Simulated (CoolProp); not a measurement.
Vapour-liquid equilibrium of ethanol (1) + cyclohexane (2) at 0.31 MPa; x and y are mole fractions of (1).

Model: multi-fluid Helmholtz-energy mixture model, Schroeder 2014 and Zhou 2014; pair parameters Bell 2016, in CoolProp.

```json
[
 {"x": "0.05", "bubble temperature, mixture model (K)": "387.4", "bubble temperature, Raoult's law (K)": "395.2", "y, mixture model": "0.213", "y, Raoult's law": "0.073"},
 {"x": "0.15", "bubble temperature, mixture model (K)": "379.1", "bubble temperature, Raoult's law (K)": "393.3", "y, mixture model": "0.400", "y, Raoult's law": "0.207"},
 {"x": "0.25", "bubble temperature, mixture model (K)": "376.0", "bubble temperature, Raoult's law (K)": "391.6", "y, mixture model": "0.476", "y, Raoult's law": "0.328"},
 {"x": "0.35", "bubble temperature, mixture model (K)": "374.8", "bubble temperature, Raoult's law (K)": "390.0", "y, mixture model": "0.513", "y, Raoult's law": "0.439"},
 {"x": "0.45", "bubble temperature, mixture model (K)": "374.3", "bubble temperature, Raoult's law (K)": "388.7", "y, mixture model": "0.536", "y, Raoult's law": "0.541"},
 {"x": "0.55", "bubble temperature, mixture model (K)": "374.2", "bubble temperature, Raoult's law (K)": "387.4", "y, mixture model": "0.556", "y, Raoult's law": "0.635"},
 {"x": "0.65", "bubble temperature, mixture model (K)": "374.3", "bubble temperature, Raoult's law (K)": "386.3", "y, mixture model": "0.585", "y, Raoult's law": "0.724"},
 {"x": "0.75", "bubble temperature, mixture model (K)": "375.0", "bubble temperature, Raoult's law (K)": "385.2", "y, mixture model": "0.634", "y, Raoult's law": "0.808"},
 {"x": "0.85", "bubble temperature, mixture model (K)": "376.8", "bubble temperature, Raoult's law (K)": "384.2", "y, mixture model": "0.723", "y, Raoult's law": "0.888"},
 {"x": "0.95", "bubble temperature, mixture model (K)": "380.3", "bubble temperature, Raoult's law (K)": "383.3", "y, mixture model": "0.881", "y, Raoult's law": "0.963"}
]
```

The largest gap from Raoult's law is -15.6 K in bubble temperature, at x = 0.25. y crosses x between x = 0.55 and 0.65: the model has an azeotrope there.

Pair parameters are fitted to limited data, so mixtures are less certain than the pure fluids.
